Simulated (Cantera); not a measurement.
## Thermodynamics of carbon deposition, reforming and gasification, feed CO + CO2 + N2

Charge: 1 mol CO, 0.02 mol CO2, 1.9 mol N2, held at 72.0 Pa.

Cantera equilibrium calculation (NASA polynomials, part measured and part estimated; ideal gas, pure solids and liquids). Candidate condensed phases: C; 24 gas species. The numbers say what is thermodynamically allowed, not how fast it happens.

| T (K) | x N2 | x CO | x CO2 | x O | x NO | x N |
|---|---|---|---|---|---|---|
| 898 | 0.651 | 0.342 | 0.00685 | <1e-12 | <1e-12 | <1e-12 |
| 1098 | 0.651 | 0.342 | 0.00685 | <1e-12 | <1e-12 | <1e-12 |
| 1298 | 0.651 | 0.342 | 0.00685 | <1e-12 | 8.49e-11 | <1e-12 |
| 1498 | 0.651 | 0.342 | 0.00685 | 5.21e-10 | 8.51e-9 | 1.74e-12 |
| 1698 | 0.651 | 0.342 | 0.00685 | 8.15e-8 | 2.85e-7 | 1.61e-10 |
| 1898 | 0.651 | 0.342 | 0.00684 | 4.38e-6 | 4.53e-6 | 5.75e-9 |
| 2098 | 0.651 | 0.343 | 0.00669 | 0.000107 | 4.12e-5 | 1.04e-7 |
| 2298 | 0.650 | 0.344 | 0.00533 | 0.00122 | 0.000206 | 1.15e-6 |
| 2498 | 0.648 | 0.346 | 0.00204 | 0.00429 | 0.000363 | 8.60e-6 |
| 2698 | 0.646 | 0.347 | 0.000434 | 0.00605 | 0.000284 | 4.79e-5 |
| 2898 | 0.646 | 0.347 | 9.15e-5 | 0.00652 | 0.000184 | 0.000211 |
x: gas mole fraction; nothing condenses.

From 898 K to 2898 K nothing is condensed. The main C-bearing gas is CO throughout.
